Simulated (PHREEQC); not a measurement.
PHREEQC input (ion-association model, wateq4f.dat):

```
SOLUTION_MASTER_SPECIES
  An  An-  0  An  62.0  # stands for a non-complexing anion
SOLUTION_SPECIES
  An- = An-
    -log_k 0
    -gamma 3.0 0
PHASES
  Fix_H+
    H+ = H+
    -log_k 0
SOLUTION 1
  temp 25
  units mmol/kgw
  pH 7 charge
  As(3) 0.022
  Na 300.056
  As(5) 0.017
  An 300
END
SELECTED_OUTPUT 1
  -reset false
  -pH true
  -pe true
  -ionic_strength true
  -water true
  -totals As Na As(3) As(5)
  -molalities Hfo_wOH Hfo_wOH2+ Hfo_wO- Hfo_sOH Hfo_sOH2+ Hfo_sO- Hfo_wH2AsO3 Hfo_wH2AsO4 Hfo_wHAsO4- Hfo_wOHAsO4-3
  -saturation_indices Arsenolite
USER_PUNCH 1
  -headings sigma psi
  10 PUNCH EDL("sigma", "Hfo"), EDL("psi", "Hfo")
PRINT
  -reset false
USE solution 1
SURFACE 1
  Hfo_wOH 5.39326e-05 600 0.024
  Hfo_sOH 1.34831e-06
EQUILIBRIUM_PHASES 1
  Fix_H+ -3 HAn 10
    -force_equality true
END
# ... the last block is repeated for the other 16 points of pH, with NaOH or the acid as the point needs
```

Selected output (columns that matter, 10 of 17 rows; pH added in front):

```
pH	mu	As	Na	m_Hfo_wOH	m_Hfo_wOH2+	m_Hfo_wO-	m_Hfo_sOH	m_Hfo_sOH2+	m_Hfo_sO-	m_Hfo_wH2AsO3	m_Hfo_wH2AsO4	si_Arsenolite	sigma	psi
3	0.30135	2.1417e-05	0.30006	1.1036e-07	3.6239e-05	7.6989e-12	4.0935e-09	1.3442e-06	2.8557e-13	6.5522e-07	1.575e-05	-7.8884	0.24396	0.10492
4	0.3002	1.8729e-05	0.30006	6.4584e-07	3.3015e-05	2.8943e-10	2.5869e-08	1.3224e-06	1.1593e-11	3.3513e-06	1.143e-05	-8.0054	0.19329	0.09355
5	0.30008	1.4138e-05	0.30006	2.0507e-06	2.7017e-05	3.5658e-09	9.5111e-08	1.253e-06	1.6538e-10	7.9923e-06	5.8789e-06	-8.254	0.11527	0.069228
5.5	0.30007	1.1995e-05	0.30006	3.1051e-06	2.3813e-05	9.2757e-09	1.5548e-07	1.1924e-06	4.6445e-10	1.0196e-05	3.9714e-06	-8.4029	0.079781	0.053552
6.5	0.30006	9.1738e-06	0.30006	5.738e-06	1.8327e-05	4.1155e-08	3.2093e-07	1.0251e-06	2.3019e-09	1.3511e-05	1.7881e-06	-8.6917	0.021518	0.016899
7.5	0.30006	9.9621e-06	0.30006	1.0652e-05	1.4058e-05	1.849e-07	5.7691e-07	7.6139e-07	1.0014e-08	1.6315e-05	4.9267e-07	-9.0652	-0.025047	-0.019551
8.5	0.30006	1.4292e-05	0.30006	1.9992e-05	8.1027e-06	1.13e-06	9.2235e-07	3.7383e-07	5.2133e-08	1.7763e-05	2.5125e-08	-9.5382	-0.06985	-0.048377
9	0.30006	1.6388e-05	0.30006	2.3768e-05	4.9245e-06	2.6281e-06	1.0232e-06	2.1199e-07	1.1313e-07	1.6825e-05	3.3484e-09	-9.7356	-0.094886	-0.060716
10	0.30021	2.5944e-05	0.30021	2.7325e-05	1.4086e-06	1.2143e-05	9.0131e-07	4.6463e-08	4.0053e-07	8.8293e-06	4.0288e-11	-10.417	-0.15901	-0.084134
11	0.30158	3.6683e-05	0.30157	1.8107e-05	2.2568e-07	3.3283e-05	4.73e-07	5.8951e-09	8.6942e-07	1.0122e-06	1.7646e-13	-11.941	-0.25352	-0.10681
```

The oxide is taken as insoluble; below pH 4 it would dissolve.
